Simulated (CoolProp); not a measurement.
R410A along the isotherm 322.3 K: fugacity coefficient from the reference equation and from simpler models built on Tc = 344.5 K, pc = 4.901 MPa, ω = 0.296; each cubic takes its own stable root.

Values from CoolProp's reference Helmholtz-energy equation of state, Lemmon 2003. It is a pseudo-pure fit of the blend.

| p (MPa) | phase | reference |
|---|---|---|
| 7 | liquid | 0.3453 |
| 10.5 | liquid | 0.2530 |
| 14 | liquid | 0.2079 |
| 17.5 | liquid | 0.1818 |
| 21 | liquid | 0.1654 |
| 24.5 | liquid | 0.1545 |
| 28 | liquid | 0.1471 |
| 31.5 | liquid | 0.1421 |
| 35 | liquid | 0.1389 |
| 38.5 | liquid | 0.1370 |
| 42 | liquid | 0.1362 |
| 45.5 | liquid | 0.1362 |
| 49 | liquid | 0.1369 |

Question: How far does each simpler model (Redlich-Kwong, Soave-Redlich-Kwong) lie from the reference over these 13 states: mean and median of the absolute difference, and the worst?

Answer: 
- Redlich-Kwong: mean 28.5 %, median 29.0 %, worst +40.3 % at 322.3 K and 49 MPa
- Soave-Redlich-Kwong: mean 19.3 %, median 19.6 %, worst +29.5 % at 322.3 K and 49 MPa
